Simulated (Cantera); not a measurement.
Source: NASA polynomial tables (part measured, part estimated), evaluated in Cantera. Values are per mole of reaction as written; species without (g) are pure solids or liquids, kept so even where they would boil at 1 bar.

SF6(g) + 3 PbS(g) ⇌ 4 S + 3 PbF2

```json
[
 {"T (K)": "300", "ΔH° (kJ)": "…", "ΔS° (J/K)": "…", "ΔG° (kJ)": "…", "log10 K": "…", "condensed phases": "S(s), PbF2(s)"},
 {"T (K)": "398", "ΔH° (kJ)": "-1186.7", "ΔS° (J/K)": "-525.9", "ΔG° (kJ)": "-977.4", "log10 K": "128.27", "condensed phases": "S(l), PbF2(s)"},
 {"T (K)": "548", "ΔH° (kJ)": "…", "ΔS° (J/K)": "…", "ΔG° (kJ)": "…", "log10 K": "…", "condensed phases": "S(l), PbF2(s)"},
 {"T (K)": "698", "ΔH° (kJ)": "…", "ΔS° (J/K)": "…", "ΔG° (kJ)": "…", "log10 K": "…", "condensed phases": "S(l), PbF2(s)"},
 {"T (K)": "848", "ΔH° (kJ)": "-1089.9", "ΔS° (J/K)": "-368.3", "ΔG° (kJ)": "-777.6", "log10 K": "47.90", "condensed phases": "S(l), PbF2(s)"},
 {"T (K)": "998", "ΔH° (kJ)": "-1067.5", "ΔS° (J/K)": "-344.0", "ΔG° (kJ)": "-724.2", "log10 K": "37.91", "condensed phases": "S(l), PbF2(s)"}
]
```

Problem. What belongs in the gaps?

Solution. 
- 300, ΔH° (kJ): -1205.6
- 300, ΔS° (J/K): -578.0
- 300, ΔG° (kJ): -1032.2
- 300, log10 K: 179.72
- 548, ΔH° (kJ): -1162.8
- 548, ΔS° (J/K): -475.2
- 548, ΔG° (kJ): -902.4
- 548, log10 K: 86.02
- 698, ΔH° (kJ): -1123.9
- 698, ΔS° (J/K): -412.8
- 698, ΔG° (kJ): -835.8
- 698, log10 K: 62.54
